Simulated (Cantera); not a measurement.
**Premixed flame**

A freely propagating, adiabatic, planar premixed flame of 3.76 % C3H8, 20.2 % O2, 76.0 % N2, equivalence ratio 0.93, unburnt at 650 K and 1.00 bar; mixture-averaged transport, grid criteria slope 0.08 and curve 0.16, no radiation.

Cantera simulation using GRI-Mech 3.0 (53 species, 325 reactions); the numbers are that mechanism's predictions, not measurements. GRI-Mech 3.0 was tuned for natural gas; its chemistry of propane as a main component is partial and can be far from experiment. Burning velocities carry a grid error of a few per cent, more on coarse grids.

| z (mm) | T (K) | u (m/s) | x C3H8 | x O2 | x HO2 | x C2H6 | x H2O | x CH2O |
|---|---|---|---|---|---|---|---|---|
| -0.793 | 650 | 1.81 | 0.0376 | 0.202 | 9.68e-8 | 3.62e-8 | 2.31e-5 | 1.62e-7 |
| -0.529 | 651 | 1.82 | 0.0375 | 0.202 | 1.52e-6 | 9.19e-7 | 0.000264 | 3.45e-6 |
| -0.397 | 655 | 1.83 | 0.0375 | 0.201 | 6.44e-6 | 5.26e-6 | 0.000949 | 1.75e-5 |
| -0.264 | 681 | 1.91 | 0.0371 | 0.198 | 3.63e-5 | 5.54e-5 | 0.00478 | 0.000142 |
| -0.132 | 933 | 2.68 | 0.0297 | 0.172 | 0.000146 | 0.000962 | 0.0306 | 0.00123 |
| -0.0661 | 1304 | 3.86 | 0.0123 | 0.133 | 0.000335 | 0.00138 | 0.0630 | 0.00192 |
| 0 | 1700 | 5.16 | 0.000595 | 0.0854 | 0.000252 | 0.000188 | 0.0967 | 0.000981 |
| 0.0661 | 1881 | 5.73 | 1.30e-6 | 0.0563 | 3.76e-5 | 1.72e-6 | 0.114 | 0.000144 |
| 0.132 | 1933 | 5.88 | <1e-8 | 0.0441 | 1.14e-5 | <1e-8 | 0.118 | 1.03e-5 |
| 0.264 | 1985 | 5.99 | <1e-8 | 0.0363 | 8.04e-6 | <1e-8 | 0.118 | 4.22e-8 |
| 0.529 | 2053 | 6.16 | <1e-8 | 0.0321 | 6.29e-6 | <1e-8 | 0.119 | <1e-8 |
| 1.06 | 2137 | 6.37 | <1e-8 | 0.0292 | 4.69e-6 | <1e-8 | 0.123 | <1e-8 |
| 2.11 | 2228 | 6.60 | <1e-8 | 0.0262 | 3.33e-6 | <1e-8 | 0.128 | <1e-8 |
x: mole fraction of selected species; z is measured from the peak of heat release.

The laminar burning velocity comes out as 181 cm/s. The thermal thickness comes out as 0.264 mm and the peak x(HO2) is 0.000386. The peak x(C2H6) is 0.00149 and the peak x(CH2O) is 0.00192. The grid points is 153.
